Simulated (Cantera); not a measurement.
A perfectly stirred reactor is fed with H2 : O2 = 0.012 : 1 (molar parts), equivalence ratio 0.0060, at 2670 Pa; it is held at 1300 K, and followed from long to short residence time.

Model: the H2/O2 subset of GRI-Mech 3.0, which has no nitrogen chemistry, integrated in Cantera. Radical loss at walls, strong at low pressure, is not modelled.

Q: What does this change do: H2 0.012 to 0.018 parts?

A: 
```csv
quantity,before,after
x(H2) at τ = 0.460 s,4.21e-5,5.80e-5
x(O2) at τ = 0.460 s,0.986,0.979
x(H2O2) at τ = 0.460 s,2.35e-8,3.33e-8
x(H) at τ = 0.460 s,4.91e-5,7.25e-5
x(OH) at τ = 0.460 s,0.000596,0.000772
x(H2) at τ = 16.0 ms,0.000336,0.000420
x(O2) at τ = 16.0 ms,0.980,0.971
x(H2O2) at τ = 16.0 ms,4.42e-8,6.11e-8
x(H) at τ = 16.0 ms,0.000398,0.000722
x(OH) at τ = 16.0 ms,0.00132,0.00178
```

Q: What does this change do: pressure from 2670 Pa to 1700 Pa?

A: 
```json
[
 {"quantity": "x(H2) at τ = 0.460 s", "before": "4.21e-5", "after": "5.22e-5"},
 {"quantity": "x(O2) at τ = 0.460 s", "before": "0.986", "after": "0.984"},
 {"quantity": "x(H2O2) at τ = 0.460 s", "before": "2.35e-8", "after": "1.79e-8"},
 {"quantity": "x(H) at τ = 0.460 s", "before": "4.91e-5", "after": "0.000101"},
 {"quantity": "x(OH) at τ = 0.460 s", "before": "0.000596", "after": "0.000757"},
 {"quantity": "x(H2) at τ = 16.0 ms", "before": "0.000336", "after": "0.000456"},
 {"quantity": "x(O2) at τ = 16.0 ms", "before": "0.980", "after": "0.979"},
 {"quantity": "x(H2O2) at τ = 16.0 ms", "before": "4.42e-8", "after": "3.18e-8"},
 {"quantity": "x(H) at τ = 16.0 ms", "before": "0.000398", "after": "0.000502"},
 {"quantity": "x(OH) at τ = 16.0 ms", "before": "0.00132", "after": "0.00148"}
]
```

Q: What does this change do: temperature 1300 to 1050 K?

A: 
| quantity | before | after |
|---|---|---|
| x(H2) at τ = 0.460 s | 4.21e-5 | 0.000165 |
| x(O2) at τ = 0.460 s | 0.986 | 0.987 |
| x(H2O2) at τ = 0.460 s | 2.35e-8 | 5.79e-8 |
| x(H) at τ = 0.460 s | 4.91e-5 | 2.91e-5 |
| x(OH) at τ = 0.460 s | 0.000596 | 0.000204 |
| x(H2) at τ = 16.0 ms | 0.000336 | 0.00113 |
| x(O2) at τ = 16.0 ms | 0.980 | 0.984 |
| x(H2O2) at τ = 16.0 ms | 4.42e-8 | 1.56e-7 |
| x(H) at τ = 16.0 ms | 0.000398 | 0.000477 |
| x(OH) at τ = 16.0 ms | 0.00132 | 0.000733 |
